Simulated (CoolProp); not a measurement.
Model: reference Helmholtz-energy equation of state, Fiedler 2023, in CoolProp.

Problem. For tetrahydrofuran, give the phase and the Z, cp (kJ/(kg K)), speed of sound (m/s), isothermal compressibility (1/MPa) at 190 K and 10.9 MPa; 210.5 K and 1.28 MPa.

Solution. 
- 190 K and 10.9 MPa: liquid; Z 0.497, cp 1.48, speed of sound 1830, isothermal compressibility 0.000435
- 210.5 K and 1.28 MPa: liquid; Z 0.0540, cp 1.50, speed of sound 1710, isothermal compressibility 0.000518
